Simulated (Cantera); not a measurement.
# Thermodynamics of carbothermic reduction, feed TiO2 + CO + H2

Input: 1 mol TiO2, 0.61 mol CO, 5.1 mol H2, held at 1000 Pa.

Method: chemical equilibrium by Gibbs-energy minimisation in Cantera with the NASA 1993 tables (ideal gas, pure condensed phases). Candidate condensed phases: C, C6H6, C7H8, C8H18, H2O, Ti, TiC, TiO, TiO2, Ti2O3, Ti3O5, Ti4O7; 113 gas species. Mutual solubility and eutectic melting of coexisting phases are not modelled. Condensed phases not in the tables: Magnéli phases beyond Ti4O7. Kinetics and transport are ignored.

```json
[
 {"T (K)": "1600", "x H2": "0.865", "x CO": "0.106", "x H2O": "0.0277", "x H": "0.000506", "x CO2": "0.00113", "n TiO2(rutile)": "0.341", "n Ti4O7(s)": "0.165", "n Ti3O5(s)": "0"},
 {"T (K)": "1625", "x H2": "0.860", "x CO": "0.106", "x H2O": "0.0324", "x H": "0.000654", "x CO2": "0.00128", "n TiO2(rutile)": "0.232", "n Ti4O7(s)": "0.192", "n Ti3O5(s)": "0"},
 {"T (K)": "1650", "x H2": "0.855", "x CO": "0.105", "x H2O": "0.0376", "x H": "0.000840", "x CO2": "0.00144", "n TiO2(rutile)": "0.108", "n Ti4O7(s)": "0.223", "n Ti3O5(s)": "0"},
 {"T (K)": "1675", "x H2": "0.850", "x CO": "0.105", "x H2O": "0.0422", "x H": "0.00107", "x CO2": "0.00157", "n TiO2(rutile)": "0", "n Ti4O7(s)": "0.250", "n Ti3O5(s)": "0"},
 {"T (K)": "1700", "x H2": "0.850", "x CO": "0.105", "x H2O": "0.0422", "x H": "0.00136", "x CO2": "0.00153", "n TiO2(rutile)": "0", "n Ti4O7(s)": "0.250", "n Ti3O5(s)": "0"},
 {"T (K)": "1725", "x H2": "0.849", "x CO": "0.105", "x H2O": "0.0423", "x H": "0.00171", "x CO2": "0.00149", "n TiO2(rutile)": "0", "n Ti4O7(s)": "0.250", "n Ti3O5(s)": "0"},
 {"T (K)": "1750", "x H2": "0.849", "x CO": "0.105", "x H2O": "0.0423", "x H": "0.00214", "x CO2": "0.00145", "n TiO2(rutile)": "0", "n Ti4O7(s)": "0.250", "n Ti3O5(s)": "0"},
 {"T (K)": "1775", "x H2": "0.848", "x CO": "0.105", "x H2O": "0.0423", "x H": "0.00267", "x CO2": "0.00141", "n TiO2(rutile)": "0", "n Ti4O7(s)": "0.250", "n Ti3O5(s)": "0"},
 {"T (K)": "1800", "x H2": "0.848", "x CO": "0.105", "x H2O": "0.0423", "x H": "0.00330", "x CO2": "0.00138", "n TiO2(rutile)": "0", "n Ti4O7(s)": "0.250", "n Ti3O5(s)": "0"},
 {"T (K)": "1825", "x H2": "0.847", "x CO": "0.105", "x H2O": "0.0423", "x H": "0.00405", "x CO2": "0.00134", "n TiO2(rutile)": "0", "n Ti4O7(s)": "0.250", "n Ti3O5(s)": "0"},
 {"T (K)": "1850", "x H2": "0.842", "x CO": "0.105", "x H2O": "0.0465", "x H": "0.00494", "x CO2": "0.00145", "n TiO2(rutile)": "0", "n Ti4O7(s)": "0.176", "n Ti3O5(s)": "0.0991"},
 {"T (K)": "1875", "x H2": "0.834", "x CO": "0.105", "x H2O": "0.0539", "x H": "0.00598", "x CO2": "0.00165", "n TiO2(rutile)": "0", "n Ti4O7(s)": "0.0449", "n Ti3O5(s)": "0.273"},
 {"T (K)": "1900", "x H2": "0.830", "x CO": "0.105", "x H2O": "0.0564", "x H": "0.00723", "x CO2": "0.00169", "n TiO2(rutile)": "0", "n Ti4O7(s)": "0", "n Ti3O5(s)": "0.333"}
]
```
x: gas mole fraction; n: condensed amount in mol.

From 1600 K to 1650 K the condensed part is TiO2(rutile) + Ti4O7(s). From 1675 K to 1825 K the condensed part is Ti4O7(s). From 1850 K to 1875 K the condensed part is Ti3O5(s) + Ti4O7(s). At 1900 K the condensed part is Ti3O5(s).
